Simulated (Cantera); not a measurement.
Input (Python, Cantera) and output of one run.

```python
import numpy as np
import cantera as ct

gas_names = """
    H HO2 H2 H2O H2O2 Hg O OH O2 O3
""".split()
cond_names = """
    H2O(s) H2O(L) Hg(cr) Hg(L) HgO(s)
""".split()


# ... load() reads the species with a 1 bar reference pressure and builds the phases ...
atoms = {
    'Hg': {'Hg': 1},
    'O2': {'O': 2},
    'H2': {'H': 2},
}
top_T = {}  # K; cautious upper limits of use, not melting points


# ... equilibrate(T, P, feed) seeds the gas with the atoms and calls Mixture.equilibrate('TP', solver="vcs", rtol=1e-11, max_steps=5000) ...
results = []
feed = {'Hg': 1, 'O2': 2.2, 'H2': 0.12}  # mol
T = 1448.15  # K
P = 700  # Pa
mix = equilibrate(T, P, feed)
results.append((T, P, feed, dict(zip(mix.species_names, mix.species_moles))))
x = sorted(zip(gas.X, gas.species_names), reverse=True)
print(f"T = {T:g} K  P = {P:g} Pa  gas = {mix.phase_moles(0):.4g} mol")
print("   x: " + "  ".join(f"{s} {v:.3e}" for v, s in x if v > 0.0001))
print("   condensed (mol): " + ("  ".join(f"{mix.phase(i).name} {mix.phase_moles(i):.4g}"
      for i in range(1, mix.n_phases) if mix.phase_moles(i) > 1e-12) or "none"))
```

It prints:

```
T = 1448.15 K  P = 700 Pa  gas = 3.26 mol
   x: O2 6.564e-01  Hg 3.067e-01  H2O 3.674e-02  OH 1.366e-04
   condensed (mol): none
```

Equilibrium computed with Cantera from the NASA thermochemical tables; the gas is ideal and each condensed phase is pure.
